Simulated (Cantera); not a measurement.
A perfectly stirred reactor is fed with 13.7 % NO, 86.3 % N2, at 2600 Pa; it is held at 2025 K, and followed from long to short residence time.

Computed with Cantera and GRI-Mech 3.0 (53 species, 325 reactions). Radical loss at walls, strong at low pressure, is not modelled.

x: mole fraction; the columns are a selection and need not sum to one.

| τ (s) | x NO | x O2 | x NO2 | x N2O | x N2 | x O |
|---|---|---|---|---|---|---|
| 8.8 | 0.0812 | 0.0274 | 7.80e-6 | 2.39e-6 | 0.890 | 0.000863 |
| 3.8 | 0.111 | 0.0126 | 7.34e-6 | 4.77e-6 | 0.876 | 0.000619 |
| 1.7 | 0.127 | 0.00478 | 5.50e-6 | 6.57e-6 | 0.868 | 0.000429 |
| 0.72 | 0.134 | 0.00157 | 3.89e-6 | 7.50e-6 | 0.865 | 0.000303 |
| 0.31 | 0.136 | 0.000485 | 2.78e-6 | 7.83e-6 | 0.864 | 0.000213 |
| 0.13 | 0.137 | ___ | ___ | 7.74e-6 | 0.863 | ___ |
| 0.059 | 0.137 | 2.61e-5 | 9.42e-7 | 7.15e-6 | 0.863 | 6.62e-5 |
| 0.025 | 0.137 | 4.32e-6 | 3.85e-7 | 5.81e-6 | 0.863 | 2.72e-5 |
| 0.011 | 0.137 | 7.28e-7 | 1.40e-7 | 4.06e-6 | 0.863 | 1.07e-5 |
| 0.0048 | 0.137 | ___ | ___ | ___ | 0.863 | ___ |
| 0.0021 | 0.137 | 2.06e-8 | 1.27e-8 | 1.23e-6 | 0.863 | 1.61e-6 |

Some entries are withheld; supply them.


- 0.13, x O2: 0.000118
- 0.13, x NO2: 1.76e-6
- 0.13, x O: 0.000129
- 0.0048, x O2: 1.20e-7
- 0.0048, x NO2: 4.47e-8
- 0.0048, x N2O: 2.39e-6
- 0.0048, x O: 4.08e-6
